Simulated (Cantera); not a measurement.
An isothermal, constant-pressure homogeneous reactor starts with CH₄ : H₂ = 3.6 : 1.7 (molar parts), at 1775 K and 750 Torr.

Computed with Cantera and GRI-Mech 3.0 (53 species, 325 reactions). GRI-Mech 3.0 stops at C3 and has no aromatics, soot or wall deposition, so with more carbon than oxygen in the feed, carbon stays in small species such as C2H2 where larger ones or solid carbon would form.

One state of this run: x CH₄ = 0.220; x H₂ = 0.641; x CH₃ = 0.00126; x CH₂ = 3.31e-7; x C₂H = 2.98e-7; x C₂H₆ = 0.000259. x: mole fraction; the columns are a selection and need not sum to one.

Which value of t (s) does it belong to?
A. 0.618
B. 0.000229
C. 0.00540
D. 0.00111

C, 0.00540
